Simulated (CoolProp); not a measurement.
Properties of hexamethyldisiloxane (MM) along the isotherm 338.4 K (Tc = 518.7 K, pc = 1.931 MPa, ω = 0.418).

Values from CoolProp's reference Helmholtz-energy equation of state, Thol 2016.

```json
[
 {"p (MPa)": "0.00916", "phase": "gas", "speed of sound (m/s)": "132.8", "isothermal compressibility (1/MPa)": "110.0", "expansivity (1/kK)": "3.047"},
 {"p (MPa)": "0.0155", "phase": "gas", "speed of sound (m/s)": "132.2", "isothermal compressibility (1/MPa)": "65.40", "expansivity (1/kK)": "3.113"},
 {"p (MPa)": "0.0261", "phase": "gas", "speed of sound (m/s)": "131.0", "isothermal compressibility (1/MPa)": "39.23", "expansivity (1/kK)": "3.230"},
 {"p (MPa)": "0.044", "phase": "liquid", "speed of sound (m/s)": "735.6", "isothermal compressibility (1/MPa)": "0.003159", "expansivity (1/kK)": "1.567"},
 {"p (MPa)": "0.0743", "phase": "liquid", "speed of sound (m/s)": "735.9", "isothermal compressibility (1/MPa)": "0.003156", "expansivity (1/kK)": "(withheld)"},
 {"p (MPa)": "0.125", "phase": "liquid", "speed of sound (m/s)": "736.5", "isothermal compressibility (1/MPa)": "0.003150", "expansivity (1/kK)": "(withheld)"},
 {"p (MPa)": "0.212", "phase": "liquid", "speed of sound (m/s)": "737.6", "isothermal compressibility (1/MPa)": "0.003140", "expansivity (1/kK)": "1.562"},
 {"p (MPa)": "0.357", "phase": "liquid", "speed of sound (m/s)": "(withheld)", "isothermal compressibility (1/MPa)": "0.003123", "expansivity (1/kK)": "1.557"},
 {"p (MPa)": "0.603", "phase": "liquid", "speed of sound (m/s)": "742.2", "isothermal compressibility (1/MPa)": "0.003095", "expansivity (1/kK)": "1.549"},
 {"p (MPa)": "1.02", "phase": "liquid", "speed of sound (m/s)": "(withheld)", "isothermal compressibility (1/MPa)": "0.003049", "expansivity (1/kK)": "1.535"},
 {"p (MPa)": "1.72", "phase": "liquid", "speed of sound (m/s)": "755.1", "isothermal compressibility (1/MPa)": "0.002975", "expansivity (1/kK)": "1.514"},
 {"p (MPa)": "2.9", "phase": "liquid", "speed of sound (m/s)": "768.2", "isothermal compressibility (1/MPa)": "(withheld)", "expansivity (1/kK)": "1.480"}
]
```

Question: Complete the blanks.

Answer: 
- 0.0743, expansivity (1/kK): 1.566
- 0.125, expansivity (1/kK): 1.564
- 0.357, speed of sound (m/s): 739.3
- 1.02, speed of sound (m/s): 747.1
- 2.9, isothermal compressibility (1/MPa): 0.002860
